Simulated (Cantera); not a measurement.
What does this Cantera script print?

```python
import numpy as np
import cantera as ct

gas = ct.Solution("h2o2.yaml")
gas.TPX = 600, 140000, {'H2': 1, 'O2': 0.417, 'N2': 1.38}
flame = ct.FreeFlame(gas, width=0.032)
flame.set_refine_criteria(ratio=3, slope=0.08, curve=0.16)
flame.transport_model = "mixture-averaged"
flame.solve(loglevel=0, auto=True)
flame.transport_model = "multicomponent"
flame.soret_enabled = True
flame.solve(loglevel=0, refine_grid=True)
z, T = flame.grid, flame.T
thick = (T[-1] - T[0]) / np.gradient(T, z).max()
show = ['H2', 'O2', 'H2O2', 'H', 'O', 'H2O']
print(f"laminar burning velocity  {flame.velocity[0] * 100:.3f} cm/s")
print(f"burnt temperature         {T[-1]:.1f} K")
print(f"thermal thickness         {thick * 1e3:.4f} mm")
print(f"grid points               {len(z)}")
z0 = z[flame.heat_release_rate.argmax()]
print(f"{'z/mm':>9s}{'T/K':>9s}{'u/(m/s)':>9s}" + "".join(f"{s:>11s}" for s in show))
rows = []
for k in (-3, -2, -1.5, -1, -0.5, -0.25, 0, 0.25, 0.5, 1, 2, 4, 8):
    zz = z0 + k * thick
    rows.append([k * thick, np.interp(zz, z, T), np.interp(zz, z, flame.velocity),
                 *(np.interp(zz, z, flame.X[gas.species_index(s)]) for s in show)])
    print(f"{rows[-1][0] * 1e3:9.3f}{rows[-1][1]:9.1f}{rows[-1][2]:9.3f}" + "".join(f"{x:11.3e}" for x in rows[-1][3:]))
```

Result:

```
laminar burning velocity  874.095 cm/s
burnt temperature         2630.9 K
thermal thickness         0.2867 mm
grid points               140
     z/mm      T/K  u/(m/s)         H2         O2       H2O2          H          O        H2O
   -0.860    600.0    8.741  3.575e-01  1.491e-01  2.779e-16  7.194e-17  2.924e-16  1.548e-13
   -0.573    600.0    8.741  3.575e-01  1.491e-01  4.496e-14  1.360e-13  1.511e-13  2.248e-11
   -0.430    600.0    8.741  3.575e-01  1.491e-01  1.120e-12  1.005e-11  4.613e-12  4.462e-10
   -0.287    600.0    8.740  3.574e-01  1.491e-01  5.170e-10  2.072e-08  1.890e-09  1.113e-07
   -0.143    614.2    8.845  3.488e-01  1.505e-01  3.432e-06  1.424e-04  7.791e-06  5.932e-04
   -0.072    840.1   11.707  3.073e-01  1.462e-01  1.981e-05  7.112e-03  4.321e-04  2.104e-02
    0.000   1322.0   17.875  1.903e-01  9.654e-02  6.217e-06  4.713e-02  6.499e-03  1.238e-01
    0.072   1648.5   22.078  9.774e-02  3.592e-02  2.849e-06  7.501e-02  1.188e-02  2.304e-01
    0.143   1802.5   23.986  8.053e-02  2.037e-02  1.691e-06  7.238e-02  1.202e-02  2.581e-01
    0.287   1966.1   25.908  8.017e-02  1.539e-02  9.300e-07  5.953e-02  1.038e-02  2.701e-01
    0.573   2136.5   27.821  8.072e-02  1.197e-02  5.341e-07  4.520e-02  7.939e-03  2.821e-01
    1.147   2302.3   29.609  7.929e-02  8.582e-03  3.471e-07  3.219e-02  5.395e-03  2.962e-01
    2.294   2445.5   31.096  7.646e-02  5.598e-03  2.567e-07  2.186e-02  3.274e-03  3.103e-01
```

Computed with Cantera and the H2/O2 subset of GRI-Mech 3.0, which has no nitrogen chemistry. Burning velocities carry a grid error of a few per cent, more on coarse grids.
